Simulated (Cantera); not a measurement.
A closed system holds: 1 mol CuO, 4.6 mol H2, a varied amount of N2, at 1.33 mbar.

Equilibrium computed with Cantera from the NASA thermochemical tables; the gas is ideal and each condensed phase is pure. Candidate condensed phases: Cu, CuO, Cu(OH)2, Cu2O, H2O; 27 gas species. Equilibrium is a limit: real reactors are often held back by kinetics, nucleation or transport.

Task: What condenses at these points (T in °C, n(N2) in mol): (1400, 0.5); (1200, 2.9); (1550, 0.5); (1600, 55); (1150, 17)?

Result: 
| T (°C) | n(N2) in mol | condensed phases | Cu condensed (%) |
|---|---|---|---|
| 1400 | 0.5 | Cu | 53.5 |
| 1200 | 2.9 | Cu | 97.1 |
| 1550 | 0.5 | gas only | 0.0 |
| 1600 | 55 | gas only | 0.0 |
| 1150 | 17 | Cu | 96.6 |
